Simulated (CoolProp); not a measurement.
Aqueous potassium acetate as a coolant, 6 % by mass, freezing at -2.5 °C, 1 atm.

Computed with CoolProp (Melinder's fits for secondary coolants).

| T (°C) | viscosity (mPa s) | conductivity (W/(m K)) | Prandtl number | cp (kJ/(kg K)) |
|---|---|---|---|---|
| -0.6 | 2.10 | 0.545 | 15.2 | 3.951 |
| 6.1 | 1.69 | 0.556 | 12.0 | 3.950 |
| 12.8 | 1.39 | 0.567 | 9.70 | 3.952 |
| 19.5 | 1.17 | 0.578 | 8.02 | 3.955 |
| 26.2 | 1.00 | 0.588 | 6.76 | 3.959 |
| 32.9 | 0.871 | 0.598 | 5.77 | 3.963 |
